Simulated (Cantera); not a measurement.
Input (Python, Cantera) and output of one run.

```python
import numpy as np
import cantera as ct

gas_names = """
    CL CL2 H HCL H2 Si SiCL SiCL2 SiCL3 SiCL4 SiH SiHCL3 SiH2 SiH2CL2 SiH3 SiH3CL SiH4 Si2 Si3
""".split()
cond_names = """
    Si(cr) Si(L)
""".split()


# ... load() reads the species with a 1 bar reference pressure and builds the phases ...
atoms = {
    'SiHCl3': {'Si': 1, 'H': 1, 'CL': 3},
    'Cl2': {'CL': 2},
    'H2': {'H': 2},
}
top_T = {}  # K; cautious upper limits of use, not melting points


# ... equilibrate(T, P, feed) seeds the gas with the atoms and calls Mixture.equilibrate('TP', solver="vcs", rtol=1e-11, max_steps=5000) ...
results = []
feed = {'SiHCl3': 1, 'Cl2': 0.02, 'H2': 13}  # mol
T = 1698.15  # K
P = 1200  # Pa
mix = equilibrate(T, P, feed)
results.append((T, P, feed, dict(zip(mix.species_names, mix.species_moles))))
x = sorted(zip(gas.X, gas.species_names), reverse=True)
print(f"T = {T:g} K  P = {P:g} Pa  gas = {mix.phase_moles(0):.4g} mol")
print("   x: " + "  ".join(f"{s} {v:.3e}" for v, s in x if v > 1e-05))
print("   condensed (mol): " + ("  ".join(f"{mix.phase(i).name} {mix.phase_moles(i):.4g}"
      for i in range(1, mix.n_phases) if mix.phase_moles(i) > 1e-12) or "none"))
```

Result:

```
T = 1698.15 K  P = 1200 Pa  gas = 15.03 mol
   x: H2 8.449e-01  HCL 1.056e-01  SiCL2 4.744e-02  H 1.215e-03  SiCL3 4.852e-04  CL 1.181e-04  SiCL 1.134e-04  Si 5.486e-05  SiHCL3 1.510e-05  SiH2 1.181e-05
   condensed (mol): Si(L) 0.2765
```

Equilibrium computed with Cantera from the NASA thermochemical tables; the gas is ideal and each condensed phase is pure. The tables' values for SiCl3, SiCl are old estimates; treat these amounts as uncertain. Gases not in the tables: Si2H6 and higher silanes.
